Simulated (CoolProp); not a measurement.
Vapour pressure (MPa) of R227EA: the reference equation beside estimates from Tc = 374.9 K, pc = 2.925 MPa, ω = 0.358.

Model: reference Helmholtz-energy equation of state, Lemmon 2016, in CoolProp.

```tsv
T (K)	reference	van der Waals	Redlich-Kwong	Soave-Redlich-Kwong
269.4	0.1694	0.6694	0.3179	0.1696
273	0.1943	0.7151	(withheld)	(withheld)
276.6	0.2218	0.7628	0.3927	0.2224
280.2	0.2523	0.8125	0.4344	0.2532
283.8	0.2859	0.8642	0.4791	0.2872
287.3	0.3217	(withheld)	0.5256	0.3235
290.9	0.3620	0.9722	0.5766	0.3643
294.5	(withheld)	1.030	0.6310	0.4090
298.1	0.4540	1.090	0.6888	0.4577
```

**Question.** What belongs in the gaps?

**Answer.** 
- 273, Redlich-Kwong: 0.3539
- 273, Soave-Redlich-Kwong: 0.1946
- 287.3, van der Waals: 0.9164
- 294.5, reference: 0.4060

Absolute difference from the reference over all 9 rows, mean and median: van der Waals 208.7 and 202.3 %, Redlich-Kwong 68.5 and 67.6 %, Soave-Redlich-Kwong 0.5 and 0.5 %.
